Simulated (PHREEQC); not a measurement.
Model water analysis in mg/L, 28 °C, pH 7.08, pe 1.5:

```csv
constituent,mg/L
Na,44.5
K,10.6
Ca,17.7
Mg,18.5
Cl,29.6
S(6) as SO4,151
Alkalinity as HCO3,33.8
Si as SiO2,0.185
B,0.35
```

Na is adjusted to close the charge balance.
Valence states are taken as typed.

All values are PHREEQC results (ion-association model, phreeqc.dat), not measurements.

No solid was allowed to form.

Task: What ionic strength, specific conductance does the model give?

Result: ionic strength 0.00661 mol/kgw; specific conductance 523 µS/cm.

Task: In which forms is Ca present?

Result: Ca+2 88 %, CaSO4 11 % of the Ca.

Complexes and solids missing from the database can't appear.
